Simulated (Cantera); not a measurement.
# Low-pressure radical oxidation in H2/O2

An isothermal, constant-pressure homogeneous reactor starts with 0.705 % H2, 32.0 % O2, 67.3 % N2, equivalence ratio 0.011, at 1050 K and 400 Pa.

Model: the H2/O2 subset of GRI-Mech 3.0, which has no nitrogen chemistry, integrated in Cantera. Radical loss at walls, strong at low pressure, is not modelled.

```json
[
 {"t (s)": "0.000600", "x H2": "0.00705", "x O2": "0.320", "x OH": "3.48e-12", "x H2O2": "<1e-12", "x O": "3.70e-12", "x H2O": "<1e-12"},
 {"t (s)": "0.00150", "x H2": "0.00705", "x O2": "0.320", "x OH": "1.60e-11", "x H2O2": "<1e-12", "x O": "1.87e-11", "x H2O": "4.47e-12"},
 {"t (s)": "0.00375", "x H2": "0.00705", "x O2": "0.320", "x OH": "6.43e-11", "x H2O2": "<1e-12", "x O": "8.93e-11", "x H2O": "4.70e-11"},
 {"t (s)": "0.00939", "x H2": "0.00705", "x O2": "0.320", "x OH": "3.39e-10", "x H2O2": "<1e-12", "x O": "5.68e-10", "x H2O": "5.34e-10"},
 {"t (s)": "0.0235", "x H2": "0.00705", "x O2": "0.320", "x OH": "7.55e-9", "x H2O2": "<1e-12", "x O": "1.36e-8", "x H2O": "1.70e-8"},
 {"t (s)": "0.0587", "x H2": "0.00701", "x O2": "0.320", "x OH": "1.26e-5", "x H2O2": "2.55e-11", "x O": "2.29e-5", "x H2O": "2.96e-5"},
 {"t (s)": "0.147", "x H2": "0.000117", "x O2": "0.315", "x OH": "0.000389", "x H2O2": "5.55e-9", "x O": "0.00475", "x H2O": "0.00624"},
 {"t (s)": "0.368", "x H2": "5.32e-5", "x O2": "0.315", "x OH": "0.000285", "x H2O2": "3.49e-9", "x O": "0.00432", "x H2O": "0.00653"},
 {"t (s)": "0.919", "x H2": "3.77e-5", "x O2": "0.316", "x OH": "0.000239", "x H2O2": "3.59e-9", "x O": "0.00301", "x H2O": "0.00671"},
 {"t (s)": "2.30", "x H2": "1.85e-5", "x O2": "0.317", "x OH": "0.000168", "x H2O2": "3.64e-9", "x O": "0.00145", "x H2O": "0.00690"},
 {"t (s)": "5.75", "x H2": "5.64e-6", "x O2": "0.318", "x OH": "9.26e-5", "x H2O2": "3.34e-9", "x O": "0.000442", "x H2O": "0.00701"},
 {"t (s)": "14.4", "x H2": "1.21e-6", "x O2": "0.318", "x OH": "4.31e-5", "x H2O2": "2.41e-9", "x O": "9.52e-5", "x H2O": "0.00705"},
 {"t (s)": "36.0", "x H2": "2.29e-7", "x O2": "0.318", "x OH": "1.89e-5", "x H2O2": "1.22e-9", "x O": "1.83e-5", "x H2O": "0.00706"},
 {"t (s)": "90.0", "x H2": "4.67e-8", "x O2": "0.318", "x OH": "8.60e-6", "x H2O2": "4.49e-10", "x O": "3.77e-6", "x H2O": "0.00707"}
]
```
x: mole fraction; the columns are a selection and need not sum to one.

Equilibrium at this temperature and pressure: H2 7.22e-11, O2 0.318, OH 3.43e-7, H2O2 1.31e-12, O 6.00e-9, H2O 0.00707 (gas phase only).
